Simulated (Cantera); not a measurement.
An isothermal, constant-pressure homogeneous reactor starts with CH4 : H2O : H2 = 1 : 0.63 : 1.1 (molar parts), at 1425 K and 13300 Pa. Integrator tolerance rtol = 1e-08.

Cantera simulation using GRI-Mech 3.0 (53 species, 325 reactions); the numbers are that mechanism's predictions, not measurements. GRI-Mech 3.0 stops at C3 and has no aromatics, soot or wall deposition, so with more carbon than oxygen in the feed, carbon stays in small species such as C2H2 where larger ones or solid carbon would form.

Question: What does this change do: H2 1.1 to 3.5 parts?

Answer: 
```
quantity                                             before                                    after
------------------  ---------------------------------------  ---------------------------------------
x(CH4) at 40.0 s      0.0797 (gas-phase equilibrium 0.0305)    0.0697 (gas-phase equilibrium 0.0254)
x(H2O) at 40.0 s      0.163 (gas-phase equilibrium 4.82e-7)    0.105 (gas-phase equilibrium 4.81e-7)
x(H2) at 40.0 s         0.646 (gas-phase equilibrium 0.792)      0.771 (gas-phase equilibrium 0.864)
x(CH2CO) at 40.0 s  7.96e-6 (gas-phase equilibrium 5.73e-8)  2.32e-6 (gas-phase equilibrium 2.81e-8)
x(O) at 40.0 s        <1e-12 (gas-phase equilibrium <1e-12)    <1e-12 (gas-phase equilibrium <1e-12)
```
